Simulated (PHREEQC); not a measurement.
**Acid mine or pickling water: speciation**

Model water analysis in mg/L, 10 °C, pH 3.07, pe 10.3: Na 123; K 284; Ca 127; Mg 137; Cl 264; S(6) as SO4 1300; Br 2.28.

Valence states are taken as typed.

The numbers come from PHREEQC with the ion-association model, wateq4f.dat.

```yaml
ionic_strength: 0.0440 mol/kgw
total_alkalinity: -1.36 meq/kg
charge_balance_error: -5.4 %
```

| species | molality | activity | log γ |
|---|---|---|---|
| SO4-2 | 0.0103 | 0.00503 | -0.313 |
| Cl- | 0.00746 | 0.00616 | -0.084 |
| K+ | 0.00709 | 0.00585 | -0.084 |
| Na+ | 0.00524 | 0.00437 | -0.079 |
| Mg+2 | 0.00405 | 0.00205 | -0.295 |
| Ca+2 | 0.00222 | 0.00111 | -0.304 |
| MgSO4 | 0.00160 | 0.00161 | 0.004 |

No solid was allowed to form. At this temperature some constants are extrapolated from 25 °C, and those without enthalpy data are left unchanged.
